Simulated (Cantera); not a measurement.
# Equilibrium for oxide etching and cleaning by halides: CaO + HCl

A closed system holds: 1 mol CaO, a varied amount of HCl, equilibrated at 0.0255 Torr.

Equilibrium computed with Cantera from the NASA thermochemical tables; the gas is ideal and each condensed phase is pure. Candidate condensed phases: Ca, CaCl2, CaO, Ca(OH)2, H2O; 21 gas species. Mutual solubility and eutectic melting of coexisting phases are not modelled. Condensed phases not in the tables: oxide chlorides. The numbers say what is thermodynamically allowed, not how fast it happens.

Q: Map the stable condensed phases over T = 425, 475, 525, 575, 625, 675, 725, 775, 825, 875, 925, 975, 1025 °C and n(HCl) in mol = 1.4, 2, 2.6, 3.2, 3.8, 4.4, 5, 5.6, 6.2.

A: 
```
T in °C \ n(HCl) in mol
         1.4   2 2.6 3.2 3.8 4.4   5 5.6 6.2
   1025    A   A   A   A   A   A   A   A   B
    975    A   A   A   A   A   A   A   A   A
    925    A   A   A   A   A   A   A   A   A
    875    C   C   C   C   C   C   C   C   D
    825    C   C   C   C   C   D   D   D   D
    775    C   C   C   D   D   D   D   D   D
    725    C   C   D   D   D   D   D   D   D
    675    C   C   D   D   D   D   D   D   D
    625    C   C   D   D   D   D   D   D   D
    575    C   C   D   D   D   D   D   D   D
    525    C   C   D   D   D   D   D   D   D
    475    C   C   D   D   D   D   D   D   D
    425    C   C   D   D   D   D   D   D   D
```
A: CaO; B: gas only; C: CaCl2 + CaO; D: CaCl2.
